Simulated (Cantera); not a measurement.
An isothermal, constant-pressure homogeneous reactor starts with 9.09 % H₂, 7.58 % O₂, 83.3 % N₂, equivalence ratio 0.60, at 925 K and 100.0 Torr.

Cantera simulation using the H2/O2 subset of GRI-Mech 3.0, which has no nitrogen chemistry; the numbers are that mechanism's predictions, not measurements. Radical loss at walls, strong at low pressure, is not modelled. Below about 950 K walls govern HO2 and H2O2 in real vessels. The temperature is held fixed by assumption; the heat of reaction is taken as removed at once.

One state of this run: x H₂ = 0.00106; x O₂ = 0.0322; x H₂O = 0.0940; x OH = 6.95e-5; x H₂O₂ = 4.61e-7; x H = 7.51e-5. x: mole fraction; the columns are a selection and need not sum to one.

### Question
Which value of t (s) does it belong to?
A. 8.12
B. 0.0363
C. 0.00243
D. 0.0147

### Answer
D, 0.0147
